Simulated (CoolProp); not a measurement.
Vapour-liquid equilibrium of o-xylene (1) + n-decane (2) at 570.9 K; x and y are mole fractions of (1).

The numbers come from the multi-fluid Helmholtz-energy mixture model, Zhou 2012 and Lemmon 2006; pair parameters Bell 2016 in CoolProp.

Task: Give the bubble pressure and the first vapour's composition at x = 0.35, 0.5, 0.8. Is there an azeotrope?

Result: x = 0.35: 1307 kPa, y = 0.417; x = 0.5: 1408 kPa, y = 0.571; x = 0.8: 1624 kPa, y = 0.843. No azeotrope shows between x = 0.05 and 0.95.

The pair parameters rest on a limited set of measurements; away from them the model extrapolates.
